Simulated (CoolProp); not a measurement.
Properties of propylene along the isobar 11900 kPa (Tc = 91.1 °C, pc = 4555 kPa, ω = 0.146).

Computed with CoolProp (reference Helmholtz-energy equation of state, Lemmon 2013).

```csv
T (°C),phase,Z,cp (kJ/(kg K)),cv (kJ/(kg K)),fugacity coefficient
-26.65,liquid,0.4082,2.207,1.417,0.02840
-5.65,liquid,0.3925,2.290,1.464,0.05466
15.35,liquid,0.3814,2.389,1.519,0.09327
36.35,liquid,0.3749,2.508,1.579,0.1447
57.35,liquid,0.3732,2.651,1.645,0.2081
78.35,liquid,0.3777,2.832,1.714,0.2811
99.35,supercritical,0.3908,3.069,1.788,0.3601
120.35,supercritical,0.4178,3.375,1.865,0.4407
141.45,supercritical,0.4665,3.655,1.941,0.5182
162.45,supercritical,0.5372,3.634,2.003,0.5872
183.45,supercritical,0.6132,3.372,2.051,0.6462
204.45,supercritical,0.6801,3.135,2.097,0.6961
225.45,supercritical,0.7352,2.986,2.146,0.7386
```
